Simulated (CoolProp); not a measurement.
Vapour-liquid equilibrium of C2F6 (R116) (1) + R22 (2) at 266.6 K; x and y are mole fractions of (1).

Values from CoolProp's multi-fluid Helmholtz-energy mixture model, Lemmon 2006 and Kamei 1995; pair parameters Bell 2016.

```csv
x,"bubble pressure, mixture model (kPa)","bubble pressure, Raoult's law (kPa)","y, mixture model","y, Raoult's law"
0.05,606.5,457.3,0.340,0.169
0.125,832.2,543.2,0.526,0.356
0.2,985.2,629.1,0.608,0.491
0.275,1091,715.0,0.654,0.594
0.35,…,800.8,…,0.675
0.425,1229,886.7,0.711,0.741
0.5,1282,972.6,0.735,0.794
0.575,1331,1058,0.759,0.839
0.65,…,1144,0.786,0.878
0.725,1424,1230,0.817,0.911
0.8,1467,1316,0.855,0.939
0.875,1505,1402,0.901,0.964
0.95,1533,1488,0.956,0.987
```

Task: What belongs in the gaps?

Result: 
- 0.35, bubble pressure, mixture model (kPa): 1168
- 0.35, y, mixture model: 0.686
- 0.65, bubble pressure, mixture model (kPa): 1378

The largest gap from Raoult's law is +56.6 % in bubble pressure, at x = 0.2. No azeotrope shows between x = 0.05 and 0.95.

Pair parameters are fitted to limited data, so mixtures are less certain than the pure fluids. With so large a gap from Raoult's law the liquid may split in two, which this calculation doesn't test in full.
